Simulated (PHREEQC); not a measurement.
A solution holds 3.1 mol/kgw NaOH, 0.099 mol/kgw K2SO4 and 0.14 mol/kgw NaCl, at 87 °C. Closed to the air; pH follows from the charge balance.

Model: Pitzer model, pitzer.dat, run in PHREEQC.

Each row changes one thing in this solution. No solid was allowed to form.

| case | pH | SI of Thenardite (Na2SO4) | SI of Halite (NaCl) |
|---|---|---|---|
| as made | 12.97 | -1.35 | -2.38 |
| diluted 100-fold with water | 10.86 | -5.89 | -6.12 |
| 1.5 mol/kgw KHSO4 added | 12.62 | -0.63 | -2.52 |
| NaOH left out | 6.74 | -3.37 | -3.72 |
| K2SO4 from 0.099 to 0.0099 mol/kgw | 12.96 | -2.30 | -2.37 |

In brines, pH and single-ion activities rest on the MacInnes convention. Constants without temperature data keep their 25 °C values here.
